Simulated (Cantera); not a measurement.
A perfectly stirred reactor is fed with 14.5 % H₂, 85.5 % O₂, at 10.00 Torr; it is held at 1100 K, and followed from long to short residence time.

Detailed kinetics in Cantera: GRI-Mech 3.0 (53 species, 325 reactions). Radical loss at walls, strong at low pressure, is not modelled. The temperature is held fixed by assumption; the heat of reaction is taken as removed at once.

One state of this run: x H₂ = 0.00189; x O₂ = 0.835; x OH = 0.00228; x H₂O₂ = 3.41e-7; x H₂O = 0.151. x: mole fraction; the columns are a selection and need not sum to one.

Which value of τ (s) does it belong to?
A. 0.00083
B. 0.15
C. 0.00030
D. 0.019

B, 0.15
